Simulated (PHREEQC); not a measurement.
Solution (20 °C): 0.03 mol/kgw KOH, 0.0059 mol/kgw Na2SiO3 and 0.14 mol/kgw K3PO4. Closed to the air; pH follows from the charge balance.

All values are PHREEQC results (ion-association model, wateq4f.dat), not measurements.

No solid was allowed to form.

What pH, activity of water does the model give?

pH 12.60; activity of water 0.989.

In which forms is P present?

PO4-3 92 %, HPO4-2 6.8 %, KHPO4- 1.0 % of the P.

Caution: at this ionic strength the ion-association model is outside its range; a Pitzer model would be the better tool where its parameters exist. H3PO4, which wateq4f.dat lacks, is added to it with the constant of phreeqc.dat.
